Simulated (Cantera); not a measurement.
Cantera run:

```python
import numpy as np
import cantera as ct

gas_names = """
    AL ALCL ALCL2 ALCL3 ALN ALO ALOCL ALO2 AL2 AL2CL6 AL2O AL2O2 CL CLO CL2 N NO NO2 NO3 N2 N2O O O2 O3
""".split()
cond_names = """
    AL(cr) AL(L) ALCL3(s) ALCL3(L) ALN(s) AL2O3(a) AL2O3(L)
""".split()


def load(file, names, dense=False):
    # The tables refer to 1 bar. Condensed volumes are neglected.
    table = {s.name: s for s in ct.Species.list_from_file(file)}
    out = []
    for n in names:
        d = dict(table[n].input_data)
        d["thermo"] = dict(d["thermo"], **{"reference-pressure": 1e5})
        if dense:
            d["equation-of-state"] = {"model": "constant-volume", "density": "1e6 g/cm^3"}
        out.append(ct.Species.from_dict(d))
    return out


gas = ct.Solution(thermo="ideal-gas", species=load("nasa_gas.yaml", gas_names))
cond = {s.name: ct.Solution(thermo="fixed-stoichiometry", species=[s], name=s.name)
        for s in load("nasa_condensed.yaml", cond_names, dense=True)}
atoms = {
    'AlCl3': {'AL': 1, 'CL': 3},
    'N2O': {'N': 2, 'O': 1},
    'N2': {'N': 2},
}
top_T = {'ALN(s)': 2750}  # K; cautious upper limits of use, not melting points


def equilibrate(T, P, feed):
    n = {}
    for name, mol in feed.items():
        for a, k in atoms[name].items():
            n[a] = n.get(a, 0.0) + k * mol
    gas.TPX = T, P, n
    mass = sum(n.values()) * gas.mean_molecular_weight
    gas.equilibrate("TP")
    valid = [c for c in cond.values() if c.min_temp <= T <= top_T.get(c.name, c.max_temp)]
    mix = ct.Mixture([(gas, mass / gas.mean_molecular_weight)] + [(c, 0.0) for c in valid])
    mix.T, mix.P = T, P
    mix.equilibrate("TP", solver="vcs", rtol=1e-11, max_steps=5000)
    return mix


results = []
feed = {'AlCl3': 1, 'N2O': 2, 'N2': 380}  # mol
P = 13332.2  # Pa
for T in [750, 950, 1150, 1350, 1550, 1750, 1950]:
    mix = equilibrate(T, P, feed)
    results.append((T, P, feed, dict(zip(mix.species_names, mix.species_moles))))

top = {s: max(r[3][s] / sum(r[3][g] for g in gas_names) for r in results) for s in gas_names}
cols = sorted((s for s in top if top[s] > 0.0001), key=lambda s: -top[s])[:5]
seen = [c for c in cond_names if any(r[3].get(c, 0) > 1e-12 for r in results)]
print("log10 of partial pressures in bar; condensed amounts in mol")
print(f"{'T/K':>10s}" + "".join(f"{s[:9]:>10s}" for s in cols + seen))
for T, P, feed, n in results:
    ng = sum(n[g] for g in gas_names)
    print(f"{T:10.4g}" + "".join(f"{np.log10(max(n[s] / ng * P / 1e5, 1e-99)):10.3f}" for s in cols)
          + "".join(f"{n.get(c, 0):10.4g}" for c in seen))
```

Result:

```
log10 of partial pressures in bar; condensed amounts in mol
       T/K        N2        CL       CL2        O2        NO  AL2O3(a)
       750    -0.877    -7.208    -3.283    -4.061    -8.174       0.5
       950    -0.877    -5.395    -3.285    -4.062    -6.835       0.5
      1150    -0.877    -4.217    -3.309    -4.064    -5.962       0.5
      1350    -0.878    -3.452    -3.464    -4.072    -5.351    0.4995
      1550    -0.878    -3.082    -3.981    -4.092    -4.904    0.4986
      1750    -0.879    -2.998    -4.786    -4.136    -4.574    0.4992
      1950    -0.879    -2.987    -5.539    -4.210    -4.331    0.4993
```

Equilibrium computed with Cantera from the NASA thermochemical tables; the gas is ideal and each condensed phase is pure. Condensed phases not in the tables: AlOCl.
